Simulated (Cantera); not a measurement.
Standard-state values (1 bar) from the NASA 1993 polynomials, evaluated with Cantera. Values are per mole of reaction as written; species without (g) are pure solids or liquids, kept so even where they would boil at 1 bar. The tables' values for C₂F₄ are old estimates.

CF₂(g) + Cu = CuF₂ + C

```
T (K)  ΔH° (kJ)  ΔS° (J/K)  ΔG° (kJ)  log10 K             condensed phases
-----  --------  ---------  --------  -------  ---------------------------
1125        ___        ___       ___      ___  Cu(s), CuF₂(l), C(graphite)
1225     -278.1     -108.9    -144.7     6.17  Cu(s), CuF₂(l), C(graphite)
1325        ___        ___       ___      ___  Cu(s), CuF₂(l), C(graphite)
1425        ___        ___       ___      ___  Cu(l), CuF₂(l), C(graphite)
1525        ___        ___       ___      ___  Cu(l), CuF₂(l), C(graphite)
1625     -277.0     -108.5    -100.7     3.24  Cu(l), CuF₂(l), C(graphite)
1725     -273.5     -106.4     -89.9     2.72  Cu(l), CuF₂(l), C(graphite)
```

### Question
Some entries are withheld; supply them.

### Answer

- 1125, ΔH° (kJ): -281.8
- 1125, ΔS° (J/K): -112.1
- 1125, ΔG° (kJ): -155.7
- 1125, log10 K: 7.23
- 1325, ΔH° (kJ): -274.4
- 1325, ΔS° (J/K): -106.0
- 1325, ΔG° (kJ): -134.0
- 1325, log10 K: 5.28
- 1425, ΔH° (kJ): -284.1
- 1425, ΔS° (J/K): -113.1
- 1425, ΔG° (kJ): -122.8
- 1425, log10 K: 4.50
- 1525, ΔH° (kJ): -280.5
- 1525, ΔS° (J/K): -110.7
- 1525, ΔG° (kJ): -111.6
- 1525, log10 K: 3.82
